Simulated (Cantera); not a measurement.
Charge: 1 mol NH₃, 0.56 mol SO₂, 16 mol H₂, equilibrated at 2375 K and 0.440 bar.

Method: chemical equilibrium by Gibbs-energy minimisation in Cantera with the NASA 1993 tables (ideal gas, pure condensed phases). Candidate condensed phases: H₂O, H₂SO₄, S; 35 gas species. Rates play no part.

Base state: H₂ 0.867, H₂O 0.0597, N₂ 0.0272, H 0.0198, H₂S 0.00950, SH 0.00884, S₂ 0.00436, S 0.00251 (mole fractions); condensed: gas only.

Question: What changes in the equilibrium state with this change: temperature from 2375 K to 1250 K?

Answer: 
| species | before | after |
|---|---|---|
| H₂ | 0.867 | 0.879 |
| H₂O | 0.0597 | 0.0622 |
| H₂S | 0.00950 | 0.0311 |
| H | 0.0198 | 6.83e-7 |
| N₂ | 0.0272 | 0.0278 |
| S | 0.00251 | 6.51e-9 |
| OH | 0.000243 | <1e-9 |
| SO | 0.000782 | 6.88e-9 |
| SO₂ | 6.52e-5 | 6.08e-9 |

Question: What changes in the equilibrium state with this change: SO₂ from 0.56 to 0.093 mol?

Answer: 
| species | before | after |
|---|---|---|
| H₂ | 0.867 | 0.937 |
| N₂ | 0.0272 | 0.0274 |
| H | 0.0198 | 0.0206 |
| H₂O | 0.0597 | 0.0101 |
| H₂S | 0.00950 | 0.00219 |
| SO₂ | 6.52e-5 | 3.44e-7 |
| SO | 0.000782 | 2.62e-5 |
| S₂ | 0.00436 | 0.000198 |
| OH | 0.000243 | 3.97e-5 |

Question: What changes in the equilibrium state with this change: temperature from 2375 K to 2973.15 K?

Answer: 
| species | before | after |
|---|---|---|
| H₂ | 0.867 | 0.712 |
| H | 0.0198 | 0.185 |
| H₂O | 0.0597 | 0.0473 |
| S | 0.00251 | 0.0120 |
| N₂ | 0.0272 | 0.0245 |
| O | 3.73e-6 | 0.000637 |
| O₂ | 1.06e-7 | 1.68e-5 |
| NO | 2.41e-6 | 7.28e-5 |
| OH | 0.000243 | 0.00399 |
